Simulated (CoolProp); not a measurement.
R1224YDZ along the isotherm 464.6 K: fugacity coefficient from the reference equation and from simpler models built on Tc = 428.7 K, pc = 33.34 bar, ω = 0.325; each cubic takes its own stable root.

Values from CoolProp's reference Helmholtz-energy equation of state, Akasaka 2023.

```tsv
p (bar)	phase	reference	Redlich-Kwong	Soave-Redlich-Kwong	Peng-Robinson
37	supercritical	0.7280	0.7172	0.7339	0.7084
74.1	supercritical	0.5017	0.4939	0.5242	0.4951
111	supercritical	0.3977	0.3996	0.4287	0.3979
148	supercritical	0.3482	0.3553	0.3833	0.3501
185	supercritical	0.3223	0.3329	0.3606	0.3243
222	supercritical	0.3089	0.3223	0.3502	0.3103
259	supercritical	0.3032	0.3191	0.3475	0.3037
296	supercritical	0.3028	0.3210	0.3504	0.3020
333	supercritical	0.3062	0.3269	0.3574	0.3039
```
